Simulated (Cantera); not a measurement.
Feed: 1 mol Si3N4, 0.054 mol CO2, 5.4 mol H2, equilibrated at 1900 °C and 3.20 mbar.

Method: chemical equilibrium by Gibbs-energy minimisation in Cantera with the NASA 1993 tables (ideal gas, pure condensed phases). Candidate condensed phases: C, C6H6, C7H8, C8H18, H2O, Si, SiC, SiO2, Si2N2O, Si3N4; 151 gas species. The tables' values for SiN are old estimates; treat these amounts as uncertain. Gases not in the tables: Si2H6 and higher silanes. Rates play no part.

Base state: H2 0.594, N2 0.232, Si 0.0885, H 0.0658, SiO 0.00923, CO 0.00333, Si2C 0.00236, SiH 0.00180 (mole fractions); condensed: Si(l).

Question: What changes in the equilibrium state with this change: pressure from 3.20 mbar to 87.0 mbar?

Answer: 
```csv
species,before,after
H2,0.594,0.704
N2,0.232,0.263
H,0.0658,0.0137
Si,0.0885,0.00326
SiO,0.00923,0.00849
Si3,0.000266,9.77e-6
Si2,0.00134,4.94e-5
"Si(l), mol",2.06,2.90
```
